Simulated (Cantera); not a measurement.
A closed system holds: 1 mol HF, 0.26 mol O2, equilibrated at 700 K and 90.0 Torr.

Equilibrium computed with Cantera from the NASA thermochemical tables; the gas is ideal and each condensed phase is pure. Candidate condensed phases: H2O; 22 gas species. The numbers say what is thermodynamically allowed, not how fast it happens.

Base state: HF 0.794, O2 0.206, H2F2 1.36e-5 (mole fractions); condensed: gas only.

What changes in the equilibrium state with this change: temperature from 700 K to 2025 K?


```tsv
species	before	after
HF	0.794	0.791
O2	0.206	0.205
F	<1e-9	0.00165
O	<1e-9	0.00106
H2O	<1e-9	0.000662
OH	<1e-9	0.000317
```

What changes in the equilibrium state with this change: temperature from 700 K to 2950 K?


```csv
species,before,after
HF,0.794,0.693
O2,0.206,0.131
O,<1e-9,0.0994
F,<1e-9,0.0414
OH,<1e-9,0.0152
H,<1e-9,0.0144
H2O,<1e-9,0.00451
H2,<1e-9,0.00136
```

What changes in the equilibrium state with this change: HF replaced by SO2?


```json
[
 {"species": "SO3", "before": "0", "after": "0.520"},
 {"species": "SO2", "before": "0", "after": "0.480"},
 {"species": "O2", "before": "0.206", "after": "0.000119"},
 {"species": "HF", "before": "0.794", "after": "0"},
 {"species": "H2F2", "before": "1.36e-5", "after": "0"}
]
```
Further candidate phases: S.
